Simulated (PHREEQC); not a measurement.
# Brine

Make-up at 45 °C: 4.3 mol KCl, 0.84 mol Na2SO4 and 0.0003 mol H4SiO4 per kg of water. Closed to the air; pH follows from the charge balance.

All values are PHREEQC results (Pitzer model, pitzer.dat), not measurements.

Precipitation was switched off in this run.

Q: What pH, density, osmotic coefficient does the model give?

A: pH 6.72; density 1.223 g/cm³; osmotic coefficient 0.990.

Saturation is exceeded, for instance for Arcanite, Glaserite; the values hold only as long as no solid forms. In brines, pH and single-ion activities rest on the MacInnes convention. At this temperature some constants are extrapolated from 25 °C, and those without enthalpy data are left unchanged.
